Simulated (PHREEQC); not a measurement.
Alkaline etch or developer: speciation

Make-up at 25 °C: 0.058 mol/kgw KOH, 0.00052 mol/kgw H4SiO4 and 0.0097 mol/kgw K2CO3. Closed to the air; pH follows from the charge balance.

Computed with PHREEQC (Pitzer model, pitzer.dat).

| Quantity | Result |
|---|---|
| pH | 12.66 |
| ionic strength | 0.0873 mol/kgw |
| specific conductance | 15300 µS/cm |
| density | 1.001 g/cm³ |
| osmotic coefficient | 0.924 |
| total alkalinity | 77.4 meq/kg |

| species | molality | activity | log γ |
|---|---|---|---|
| K+ | 0.0774 | 0.0607 | -0.105 |
| OH- | 0.0573 | 0.0460 | -0.096 |
| CO3-2 | 0.00968 | 0.00366 | -0.422 |
| H3SiO4- | 0.000298 | 0.000226 | -0.120 |
| H2SiO4-2 | 0.000222 | 6.99e-5 | -0.502 |
| HCO3- | 2.25e-5 | 1.76e-5 | -0.107 |
| H4SiO4 | 3.35e-7 | 3.36e-7 | 0.002 |

Precipitation was switched off in this run.
